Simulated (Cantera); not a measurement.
Input: 1 mol C3H6, 0.21 mol O2, at 3.30 mbar.

These are equilibrium values from Cantera (NASA tables, ideal gas, pure condensed phases), not measurements of a reactor. Candidate condensed phases: C, C6H6, C7H8, C8H18, H2O; 110 gas species. Equilibrium is a limit: real reactors are often held back by kinetics, nucleation or transport. All values below are at 2623 K.

Base state: H 0.476, H2 0.421, CO 0.0934, C2H2 (acetylene) 0.00746, C3 0.000931, C2H 0.000776, C 0.000253, C2 8.78e-5 (mole fractions); condensed: C(graphite).

Task: What changes in the equilibrium state with this change: pressure from 3.30 mbar to 1 atm?

Result: 
```json
[
 {"species": "H2", "before": "0.421", "after": "0.826"},
 {"species": "CO", "before": "0.0934", "after": "0.120"},
 {"species": "H", "before": "0.476", "after": "0.0380"},
 {"species": "C2H2 (acetylene)", "before": "0.00746", "after": "0.0146"},
 {"species": "CH4", "before": "7.28e-8", "after": "8.60e-5"},
 {"species": "C2", "before": "8.78e-5", "after": "2.86e-7"},
 {"species": "C(graphite), mol", "before": "2.49", "after": "2.48"}
]
```
